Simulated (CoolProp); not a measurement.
Vapour-liquid equilibrium of n-hexane (1) + hexamethyldisiloxane (MM) (2) at 84.8 kPa; x and y are mole fractions of (1).

Model: multi-fluid Helmholtz-energy mixture model, Thol 2019 and Thol 2016; pair parameters Bell 2016, in CoolProp.

Give the bubble temperature and the first vapour's composition at x = 0.15, 0.25, 0.65. Is there an azeotrope?

x = 0.15: 361.9 K, y = 0.279; x = 0.25: 358.5 K, y = 0.426; x = 0.65: 345.9 K, y = 0.832. No azeotrope shows between x = 0.05 and 0.95.

Pair parameters are fitted to limited data, so mixtures are less certain than the pure fluids.
